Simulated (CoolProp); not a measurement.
Saturation properties of sulfur dioxide (Tc = 430.6 K, pc = 78.87 bar, ω = 0.256).

Values from CoolProp's reference Helmholtz-energy equation of state, Gao 2016.

```csv
T (K),p (bar),liquid density (kg/m³),vapour density (kg/m³),enthalpy of vaporisation (kJ/kg),surface tension (mN/m)
252.5,0.6153,1489,1.915,398.8,30.6
259.2,0.8472,1472,2.582,393.0,29.3
266,1.150,1454,3.434,387.0,27.9
272.8,1.533,1436,4.494,380.9,26.6
279.6,2.011,1418,5.797,374.5,25.3
286.3,2.589,1400,7.352,368.2,24.0
293.1,3.301,1381,9.247,361.5,22.6
299.9,4.156,1362,11.50,354.6,21.3
306.6,5.156,1343,14.13,347.5,20.0
313.4,6.350,1323,17.25,340.1,18.7
320.2,7.743,1302,20.90,332.4,17.4
327,9.356,1281,25.14,324.3,16.1
333.7,11.18,1260,29.96,316.0,14.8
340.5,13.29,1237,35.61,307.2,13.6
347.3,15.69,1214,42.12,297.9,12.3
```

It boils at 263.1 K under 1 atm.

Surface tension comes from a separate correlation (Mulero 2012).
